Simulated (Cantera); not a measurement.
# Equilibrium for silicon epitaxy and polysilicon growth: SiH₂Cl₂ + HCl + H₂

Charge: 1 mol SiH₂Cl₂, 0.023 mol HCl, 38 mol H₂, equilibrated at 0.290 bar.

These are equilibrium values from Cantera (NASA tables, ideal gas, pure condensed phases), not measurements of a reactor. Candidate condensed phases: Si; 19 gas species. The tables' values for SiCl₃, SiCl are old estimates; treat these amounts as uncertain. Gases not in the tables: Si₂H₆ and higher silanes. Kinetics and transport are ignored.

From 850 K to 1675 K the condensed part is Si(s). At 1750 K the condensed part is Si(l). The main Si-bearing gas is SiCl₄ at 850 K and SiCl₂ at 1750 K. The share of Si in condensed phases is highest at 1750 K (77.8 %) and lowest at 850 K (44.1 %).

```csv
T (K),x H₂,x HCl,x SiCl₄,x SiHCl₃,n Si(s),n Si(l)
850,0.984,0.00189,0.00734,0.00632,0.441,0
925,0.982,0.00422,0.00700,0.00592,0.466,0
1000,0.979,0.00818,0.00632,0.00533,0.508,0
1075,0.975,0.0140,0.00520,0.00449,0.568,0
1150,0.969,0.0214,0.00368,0.00338,0.639,0
1225,0.964,0.0289,0.00207,0.00215,0.705,0
1300,0.959,0.0346,0.000882,0.00111,0.751,0
1375,0.957,0.0376,0.000302,0.000491,0.772,0
1450,0.956,0.0387,9.69e-5,0.000206,0.777,0
1525,0.955,0.0390,3.22e-5,8.92e-5,0.776,0
1600,0.955,0.0389,1.15e-5,4.09e-5,0.771,0
1675,0.955,0.0387,4.47e-6,1.99e-5,0.766,0
1750,0.955,0.0394,1.82e-6,9.73e-6,0,0.778
```
x: gas mole fraction; n: condensed amount in mol.
